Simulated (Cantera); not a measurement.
An adiabatic, constant-pressure homogeneous reactor starts with 3.30 % CH₄, 0.195 % CO, 20.3 % O₂, 76.2 % N₂, equivalence ratio 0.33, at 1775 K and 0.296 atm.

Computed with Cantera and GRI-Mech 3.0 (53 species, 325 reactions).

Task: Predict: time of steepest temperature rise; temperature at 2.00 s; equilibrium temperature; x(CO) at 2.00 s; x(O₂) at 2.00 s; x(NO) at 2.00 s.

Result: 
| Property | Result |
|---|---|
| time of steepest temperature rise | 0.393 ms |
| temperature at 2.00 s | 2357 K |
| equilibrium temperature | 2357 K |
| x(CO) at 2.00 s | 0.00273 (gas-phase equilibrium 0.00273) |
| x(O₂) at 2.00 s | 0.126 (gas-phase equilibrium 0.126) |
| x(NO) at 2.00 s | 0.0134 (gas-phase equilibrium 0.0134) |
